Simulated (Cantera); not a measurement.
# Silicon carbide growth: SiH2Cl2 + C3H8 + H2

A closed system holds: 1 mol SiH2Cl2, a varied amount of C3H8, 2.6 mol H2, at 1375 K and 1.00 Torr.

These are equilibrium values from Cantera (NASA tables, ideal gas, pure condensed phases), not measurements of a reactor. Candidate condensed phases: C, C6H6, C7H8, C8H18, Si, SiC; 109 gas species. Mutual solubility and eutectic melting of coexisting phases are not modelled. The tables' values for SiCl3 are old estimates; treat these amounts as uncertain. Kinetics and transport are ignored.

| n(C3H8) (mol) | x H2 | x HCl | x SiCl2 | x SiCl3 | n Si(s) | n SiC(s) | n C(graphite) |
|---|---|---|---|---|---|---|---|
| 0.12 | 0.724 | 0.164 | 0.107 | 0.00451 | 0.0710 | 0.360 | 0 |
| 0.2 | 0.709 | 0.217 | 0.0692 | 0.00391 | 0 | 0.600 | 0 |
| 0.27 | 0.685 | 0.282 | 0.0303 | 0.00227 | 0 | 0.810 | 0 |
| 0.34 | 0.667 | 0.331 | 0.00202 | 0.000180 | 0 | 0.986 | 0.0336 |
| 0.41 | 0.682 | 0.316 | 0.00181 | 0.000152 | 0 | 0.987 | 0.243 |
| 0.49 | 0.697 | 0.301 | 0.00160 | 0.000127 | 0 | 0.988 | 0.482 |
| 0.56 | 0.709 | 0.289 | 0.00145 | 0.000109 | 0 | 0.989 | 0.691 |
| 0.63 | 0.721 | 0.278 | 0.00132 | 9.48e-5 | 0 | 0.990 | 0.900 |
| 0.7 | 0.731 | 0.267 | 0.00121 | 8.28e-5 | 0 | 0.990 | 1.11 |
| 0.78 | 0.742 | 0.257 | 0.00109 | 7.15e-5 | 0 | 0.991 | 1.35 |
| 0.85 | 0.751 | 0.248 | 0.00101 | 6.32e-5 | 0 | 0.991 | 1.56 |
x: gas mole fraction; n: condensed amount in mol.

At 0.12 mol C3H8 the condensed part is Si(s) + SiC(s). From 0.2 mol C3H8 to 0.27 mol C3H8 the condensed part is SiC(s). From 0.34 mol C3H8 to 0.85 mol C3H8 the condensed part is C(graphite) + SiC(s). The main Si-bearing gas is SiCl2 throughout.
